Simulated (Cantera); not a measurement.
**Premixed flame**

A freely propagating, adiabatic, planar premixed flame of 24.5 % H2, 15.9 % O2, 59.7 % N2, unburnt at 600 K and 1.01 bar; mixture-averaged transport, grid criteria slope 0.08 and curve 0.16, no radiation.

Cantera simulation using the H2/O2 subset of GRI-Mech 3.0, which has no nitrogen chemistry; the numbers are that mechanism's predictions, not measurements. Burning velocities carry a grid error of a few per cent, more on coarse grids.

| z (mm) | T (K) | u (m/s) | x H2 | x O2 | x HO2 | x H2O2 | x OH | x O |
|---|---|---|---|---|---|---|---|---|
| -1.33 | 600 | 5.95 | 0.245 | 0.159 | <1e-8 | <1e-8 | <1e-8 | <1e-8 |
| -0.889 | 600 | 5.95 | 0.245 | 0.159 | <1e-8 | <1e-8 | <1e-8 | <1e-8 |
| -0.666 | 600 | 5.95 | 0.245 | 0.159 | 1.07e-8 | <1e-8 | <1e-8 | <1e-8 |
| -0.444 | 600 | 5.95 | 0.244 | 0.159 | 7.87e-7 | <1e-8 | <1e-8 | <1e-8 |
| -0.222 | 619 | 6.10 | 0.238 | 0.159 | 0.000246 | 5.16e-6 | 6.07e-5 | 1.00e-5 |
| -0.111 | 829 | 7.96 | 0.202 | 0.154 | 0.000205 | 1.68e-5 | 0.000821 | 0.000398 |
| 0 | 1241 | 11.6 | 0.109 | 0.117 | 9.70e-5 | 6.83e-6 | 0.00401 | 0.00589 |
| 0.111 | 1536 | 14.1 | 0.0423 | 0.0689 | 4.91e-5 | 3.55e-6 | 0.0103 | 0.0131 |
| 0.222 | 1685 | 15.4 | 0.0282 | 0.0553 | 3.34e-5 | 1.98e-6 | 0.0136 | 0.0143 |
| 0.444 | 1842 | 16.7 | 0.0241 | 0.0502 | 2.34e-5 | 1.03e-6 | 0.0160 | 0.0123 |
| 0.889 | 1994 | 17.9 | 0.0199 | 0.0469 | 1.56e-5 | 5.82e-7 | 0.0169 | 0.00919 |
| 1.78 | 2128 | 18.9 | 0.0145 | 0.0442 | 9.73e-6 | 3.77e-7 | 0.0161 | 0.00606 |
| 3.55 | 2232 | 19.7 | 0.00904 | 0.0425 | 6.11e-6 | 2.78e-7 | 0.0137 | 0.00351 |
x: mole fraction of selected species; z is measured from the peak of heat release.

```
Quantity                     Value
------------------------  --------
laminar burning velocity  595 cm/s
thermal thickness         0.444 mm
peak x(HO2)               0.000303
peak x(H2O2)               1.73e-5
peak x(OH)                  0.0169
peak x(O)                   0.0144
```
